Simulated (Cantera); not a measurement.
## Ignition delay

Mixture: CH₄ : H₂ : O₂ : N₂ = 1 : 1.3 : 4.08 : 20 (molar parts), equivalence ratio 0.65, at 17.0 bar, adiabatic and at constant pressure. Ignition delay is the time to a rise of 400 K.

Cantera simulation using GRI-Mech 3.0 (53 species, 325 reactions); the numbers are that mechanism's predictions, not measurements. The pressure lies above the range GRI-Mech 3.0 was tuned for (to about 10 atm).

| T0 (K) | delay (ms) |
|---|---|
| 1100 | 1.60 |
| 1200 | 0.251 |
| 1300 | 0.0615 |
| 1400 | 0.0240 |
| 1500 | 0.0119 |
| 1600 | 0.00670 |

- apparent activation energy between 1400 and 1600 K: 120 kJ/mol
